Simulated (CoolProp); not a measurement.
Vapour-liquid equilibrium of R143a (1) + n-butane (2) at 4.57 bar; x and y are mole fractions of (1).

Values from CoolProp's multi-fluid Helmholtz-energy mixture model, Lemmon and Jacobsen 2000 and Bücker 2006; pair parameters Bell 2016.

Question: Give the bubble temperature and the first vapour's composition at x = 0.05, 0.125, 0.8. Is there an azeotrope?

Answer: x = 0.05: 303.6 K, y = 0.369; x = 0.125: 288.8 K, y = 0.615; x = 0.8: 266.3 K, y = 0.904. No azeotrope shows between x = 0.05 and 0.95.

The pair parameters rest on a limited set of measurements; away from them the model extrapolates. With so large a gap from Raoult's law the liquid may split in two, which this calculation doesn't test in full.
